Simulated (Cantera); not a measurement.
Input: 1 mol B₂H₆, 7.2 mol O₂, 0.17 mol H₂.

These are equilibrium values from Cantera (NASA tables, ideal gas, pure condensed phases), not measurements of a reactor. Candidate condensed phases: B, B₂O₃, B₃O₃H₃, H₂O; 23 gas species. The feed counts by its element totals alone. The numbers say what is thermodynamically allowed, not how fast it happens.

Stable condensed phases, one row left out:

```
T in °C \ P in Pa
             10     28     77    220    600   1700   4600  13000  36000 100000
   1627       A      A      A      A      A      A      A      A      A      B
   1577       A      A      A      A      A      A      A      A      A      B
   1527       A      A      A      A      A      A      A      A      B      B
   1477       A      A      A      A      A      A      A      A      B      B
   1427       A      A      A      A      A      A      A      B      B      B
   1377       A      A      A      A      A      A      B      B      B      B
   1327       A      A      A      A      A      B      B      B      B      B
   1277       A      A      A      A      A      B      B      B      B      B
   1177       A      A      A      B      B      B      B      B      B      B
   1127       A      A      B      B      B      B      B      B      B      B
```

A: gas only; B: B₂O₃.

Q: Give the row for 1227 °C.

A: 10: gas only; 28: gas only; 77: gas only; 220: gas only; 600: B₂O₃; 1700: B₂O₃; 4600: B₂O₃; 13000: B₂O₃; 36000: B₂O₃; 100000: B₂O₃.
